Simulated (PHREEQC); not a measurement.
PHREEQC input (ion-association model, phreeqc.dat):

```
SOLUTION_SPECIES
  CO3-2 + 10 H+ + 8 e- = CH4 + 3 H2O  # shut off: no methane
    -log_k -100
    -delta_h 0
    -analytic -100
SOLUTION 1
  temp 25
  units mol/kgw
  pH 7 charge
  C(4) 0.03
  K 0.06
END
SELECTED_OUTPUT 1
  -reset false
  -pH true
  -pe true
  -ionic_strength true
  -water true
  -totals C K C(-4) C(4) Oxg
  -molalities H+ K+ CO3-2 OH- HCO3- CO2 (CO2)2
USER_PUNCH 1
  -headings p_Oxg(g) phi_Oxg(g) p_H2O(g) phi_H2O(g) density
  10 PUNCH PR_P("Oxg(g)"), PR_PHI("Oxg(g)"), PR_P("H2O(g)"), PR_PHI("H2O(g)"), RHO
PRINT
  -reset false
USE solution 1
REACTION_TEMPERATURE 1
  10
GAS_PHASE 1
  -fixed_pressure
  -pressure 5
  -temperature 10
  -volume 20
  Oxg(g) 5
  H2O(g) 0
END
# ... the last block is repeated for the other 8 points of T (°C)
```

Selected output (columns that matter, 9 of 9 rows; T (°C) added in front):

```
T (°C)	pH	mu	C	K	Oxg	m_H+	m_K+	m_CO3-2	m_OH-	p_Oxg(g)	phi_Oxg(g)	p_H2O(g)	phi_H2O(g)	density
10	11.536	0.088711	0.030006	0.060011	0.0082892	3.4939e-12	0.060011	0.0287	0.0013061	4.9871	0.99428	0.012896	0.95414	1.0037
20	11.291	0.088299	0.030011	0.060022	0.0067507	6.1591e-12	0.060022	0.028277	0.0017334	4.9757	0.99502	0.0243	0.95796	1.0021
30	11.074	0.087791	0.030019	0.060039	0.0056986	1.016e-11	0.060039	0.027753	0.0022668	4.9563	0.99566	0.043743	0.96127	0.9995
40	10.883	0.087176	0.030033	0.060066	0.0049583	1.5817e-11	0.060066	0.02711	0.0029228	4.9244	0.99623	0.075559	0.96409	0.99602
50	10.714	0.086444	0.030054	0.060107	0.0044233	2.3406e-11	0.060107	0.026336	0.0037177	4.8743	0.99675	0.12573	0.96643	0.99182
60	10.565	0.085589	0.030085	0.06017	0.0040251	3.3133e-11	0.06017	0.025419	0.0046662	4.7978	0.99722	0.20223	0.96828	0.98697
70	10.432	0.084616	0.030132	0.060264	0.0037162	4.5106e-11	0.060264	0.024352	0.0057805	4.6846	0.99768	0.31538	0.96963	0.98154
80	10.315	0.083537	0.030201	0.060403	0.0034603	5.9335e-11	0.060403	0.023134	0.0070684	4.5219	0.99815	0.47813	0.97049	0.97558
90	10.21	0.082384	0.030305	0.06061	0.0032268	7.5726e-11	0.06061	0.021774	0.008532	4.2936	0.99871	0.70637	0.97085	0.96913
```

Constants without temperature data keep their 25 °C values here.
